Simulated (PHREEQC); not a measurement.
Make-up at 25 °C: 0.0063 mol Cu(BF4)2 per kg of water. Closed to the air; pH follows from the charge balance.

All values are PHREEQC results (ion-association model, wateq4f.dat), not measurements.

| quantity | before | after |
|---|---|---|
| pH | 2.91 | 3.62 |
| ionic strength (mol/kgw) | 0.0200 | 0.000435 |
| BF4- (mol/kgw) | 0.0101 | 5.95e-9 |
| HF (mol/kgw) | 0.00386 | 0.000131 |
| F- (mol/kgw) | 0.00243 | 0.000372 |
| H3BO3 (mol/kgw) | 0.00124 | 0.000126 |
| SI of CuF2:2H2O (CuF2:2H2O) | -3.24 | -6.57 |
| SI of Tenorite (CuO) | -4.24 | -4.63 |

Q: Which change was made?
A) temperature from 25 to 30 °C
B) diluted 2-fold with water
C) Cu(BF4)2 from 0.0063 to 0.00063 mol/kgw
D) diluted 100-fold with water
E) 0.00015 mol/kgw NaOH added

A: D, diluted 100-fold with water

Precipitation was switched off in this run. Real BF4- forms and hydrolyses slowly; the run takes it at equilibrium.
